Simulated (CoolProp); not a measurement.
Vapour-liquid equilibrium of toluene (1) + ethylbenzene (2) at 0.127 MPa; x and y are mole fractions of (1).

Model: multi-fluid Helmholtz-energy mixture model, Lemmon 2006 and Zhou 2012; pair parameters Bell 2016, in CoolProp.

| x | bubble temperature (°C) | y at the bubble point | dew temperature at overall composition x (°C) | liquid density (mol/L) |
|---|---|---|---|---|
| 0.05 | 143.0 | 0.090 | 143.8 | 7.142 |
| 0.15 | 139.7 | 0.247 | 141.8 | 7.264 |
| 0.25 | 136.8 | 0.381 | 139.7 | 7.387 |
| 0.35 | 134.1 | 0.499 | 137.5 | 7.511 |
| 0.45 | 131.5 | 0.603 | 135.2 | 7.637 |
| 0.55 | 129.0 | 0.697 | 132.8 | 7.765 |
| 0.65 | 126.6 | 0.781 | 130.3 | 7.896 |
| 0.75 | 124.3 | 0.855 | 127.5 | 8.028 |
| 0.85 | 122.0 | 0.920 | 124.4 | 8.162 |
| 0.95 | 119.8 | 0.976 | 120.8 | 8.297 |

No azeotrope shows between x = 0.05 and 0.95.

The pair parameters rest on a limited set of measurements; away from them the model extrapolates.
